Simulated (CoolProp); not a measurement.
R152A at 298.15 K and 17.1 MPa flows at 2.9 m/s in a round tube of 4.6 mm bore and 0.25 µm roughness, fully developed (64/Re and Nu = 3.66 if laminar; Colebrook and Gnielinski if turbulent). Each further row changes one setting.

The numbers come from the reference Helmholtz-energy equation of state, Outcalt 1996 in CoolProp. It is a modified Benedict-Webb-Rubin equation, recast in Helmholtz form.

| case | Reynolds number | Darcy friction factor | pressure drop (Pa/m) | heat-transfer coefficient (W/(m² K)) | mass flow (kg/h) |
|---|---|---|---|---|---|
| as stated | 61700 | 0.0202 | [?] | 6700 | [?] |
| velocity 5.8 m/s | 123000 | 0.0176 | 60800 | 12100 | [?] |
| diameter 9.2 mm | 123000 | [?] | 7530 | 6010 | 658 |

Q: Complete the blanks.

A: 
- as stated, pressure drop (Pa/m): 17500
- as stated, mass flow (kg/h): 164
- velocity 5.8 m/s, mass flow (kg/h): 329
- diameter 9.2 mm, Darcy friction factor: 0.0174

Viscosity comes from a separate model (Bell 2016), an estimate that may be off by 10 % or more. Thermal conductivity comes from a separate model (Krauss 1996).
